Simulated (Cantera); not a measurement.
A Cantera script and what it prints.

```python
import numpy as np
import cantera as ct

gas_names = [...]  # 87 gases of nasa_gas.yaml made of C, H, Si
cond_names = """
    C(gr) C6H6(L) C7H8(L) C8H18(L),n-octa Si(cr) Si(L) SiC(b)
""".split()


# ... load() reads the species with a 1 bar reference pressure and builds the phases ...
atoms = {
    'SiH4': {'Si': 1, 'H': 4},
    'C2H4': {'C': 2, 'H': 4},
    'H2': {'H': 2},
}
top_T = {'C(gr)': 4500, 'SiC(b)': 3050}  # K; cautious upper limits of use, not melting points


# ... equilibrate(T, P, feed) seeds the gas with the atoms and calls Mixture.equilibrate('TP', solver="vcs", rtol=1e-11, max_steps=5000) ...
results = []
feed = {'SiH4': 1, 'C2H4': 0.77, 'H2': 46}  # mol
T = 1250  # K
P = 13000  # Pa
mix = equilibrate(T, P, feed)
results.append((T, P, feed, dict(zip(mix.species_names, mix.species_moles))))
print(gas.report(threshold=0.0001))
for i in range(1, mix.n_phases):
    print(f"{mix.phase(i).name:16s} {mix.phase_moles(i):12.5e} mol")
```

Output:

```
       temperature   1250 K
          pressure   13000 Pa
           density   0.0025467 kg/m^3
  mean mol. weight   2.036 kg/kmol
   phase of matter   gas

                          1 kg             1 kmol
                     ---------------   ---------------
          enthalpy        1.3904e+07        2.8309e+07  J
   internal energy        8.7998e+06        1.7916e+07  J
           entropy             93456        1.9028e+05  J/K
    Gibbs function       -1.0292e+08       -2.0954e+08  J
 heat capacity c_p             15414             31384  J/K
 heat capacity c_v             11331             23069  J/K

                      mass frac. Y      mole frac. X     chem. pot. / RT
                     ---------------   ---------------   ---------------
               CH4           0.01123         0.0014252           -42.127
                H2           0.98876           0.99857            -20.13
     [  +85 minor]        6.7766e-06        1.8185e-06

C(gr)             4.69451e-01 mol
Si(cr)            0.00000e+00 mol
SiC(b)            1.00000e+00 mol
```

These are equilibrium values from Cantera (NASA tables, ideal gas, pure condensed phases), not measurements of a reactor.
